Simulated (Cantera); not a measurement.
An adiabatic, constant-pressure homogeneous reactor starts with 35.9 % CO, 3.34 % H₂, 2.23 % CH₄, 11.4 % O₂, 43.1 % N₂, 3.95 % H₂O, equivalence ratio 2.1, at 1000 K and 2.57 atm.

Computed with Cantera and GRI-Mech 3.0 (53 species, 325 reactions).

Question: Predict: time of steepest temperature rise; temperature at 10.0 s; equilibrium temperature; x(CO) at 10.0 s; x(H₂) at 10.0 s; x(O₂) at 10.0 s.

Answer: 
```json
{
  "time_of_steepest_temperature_rise": "3.75 ms",
  "temperature at 10.0 s": "2476 K",
  "equilibrium_temperature": "2476 K",
  "x(CO) at 10.0 s": "0.248 (gas-phase equilibrium 0.248)",
  "x(H₂) at 10.0 s": "0.0248 (gas-phase equilibrium 0.0248)",
  "x(O₂) at 10.0 s": "0.000175 (gas-phase equilibrium 0.000175)"
}
```
